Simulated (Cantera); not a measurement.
acetone + O₂ (carbon deposition, reforming and gasification)

Feed: 1 mol acetone, 0.23 mol O₂, equilibrated at 68300 Torr.

Cantera equilibrium calculation (NASA polynomials, part measured and part estimated; ideal gas, pure solids and liquids). Candidate condensed phases: C, C₆H₆, C₇H₈, C₈H₁₈, H₂O; 110 gas species. The feed counts by its element totals alone. The ideal-gas law is rough above about 30 bar. Rates play no part.

| T (K) | x H₂ | x H₂O | x CH₄ | x CO | x CO₂ | n C(graphite) |
|---|---|---|---|---|---|---|
| 548 | 0.00316 | 0.519 | 0.410 | 6.87e-6 | 0.0672 | 1.93 |
| 698 | 0.0229 | 0.460 | 0.423 | 0.000483 | 0.0931 | 1.83 |
| 848 | 0.0828 | 0.402 | 0.400 | 0.00722 | 0.108 | 1.80 |
| 998 | 0.194 | 0.320 | 0.335 | 0.0444 | 0.106 | 1.77 |
| 1148 | 0.334 | 0.208 | 0.242 | 0.142 | 0.0747 | 1.66 |
| 1298 | 0.459 | 0.0997 | 0.153 | 0.257 | 0.0318 | 1.47 |
| 1448 | 0.546 | 0.0396 | 0.0905 | 0.314 | 0.00961 | 1.38 |
| 1598 | 0.598 | 0.0159 | 0.0536 | 0.329 | 0.00292 | 1.39 |
| 1748 | 0.627 | 0.00704 | 0.0329 | 0.332 | 0.00103 | 1.43 |
| 1898 | 0.643 | 0.00349 | 0.0213 | 0.331 | 0.000428 | 1.46 |
| 2048 | 0.652 | 0.00191 | 0.0145 | 0.331 | 0.000203 | 1.48 |
| 2198 | 0.656 | 0.00113 | 0.0103 | 0.330 | 0.000108 | 1.48 |
x: gas mole fraction; n: condensed amount in mol.

From 548 K to 2198 K the condensed part is C(graphite). The main C-bearing gas is CH₄ at 548 K and CO at 2198 K. The share of C in condensed phases is highest at 548 K (64.4 %) and lowest at 1448 K (45.9 %).
